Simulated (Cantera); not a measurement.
An adiabatic, constant-volume homogeneous reactor starts with C3H8 : O2 : N2 = 1 : 6.33 : 23.8 (molar parts), equivalence ratio 0.79, at 1800 K and 750 Torr. Integrator tolerance rtol = 1e-08.

Cantera simulation using GRI-Mech 3.0 (53 species, 325 reactions); the numbers are that mechanism's predictions, not measurements. GRI-Mech 3.0 was tuned for natural gas; its chemistry of propane as a main component is partial and can be far from experiment.

What does this change do: constant pressure in place of constant volume?


```
quantity                                                            before                                    after
---------------------------------  ---------------------------------------  ---------------------------------------
time of steepest temperature rise                                  11.5 µs                                  12.7 µs
temperature at 8.00 s                                               2931 K                                   2789 K
equilibrium temperature                                             2931 K                                   2789 K
x(C3H8) at 8.00 s                    <1e-12 (gas-phase equilibrium <1e-12)    <1e-12 (gas-phase equilibrium <1e-12)
x(O2) at 8.00 s                      0.0455 (gas-phase equilibrium 0.0455)    0.0455 (gas-phase equilibrium 0.0455)
x(H2) at 8.00 s                      0.0112 (gas-phase equilibrium 0.0112)  0.00939 (gas-phase equilibrium 0.00939)
x(NO) at 8.00 s                      0.0192 (gas-phase equilibrium 0.0192)    0.0160 (gas-phase equilibrium 0.0160)
x(C2H6) at 8.00 s                    <1e-12 (gas-phase equilibrium <1e-12)    <1e-12 (gas-phase equilibrium <1e-12)
x(H2O) at 8.00 s                     0.0894 (gas-phase equilibrium 0.0894)    0.0955 (gas-phase equilibrium 0.0955)
x(HO2) at 8.00 s                   1.29e-5 (gas-phase equilibrium 1.29e-5)  8.70e-6 (gas-phase equilibrium 8.70e-6)
```
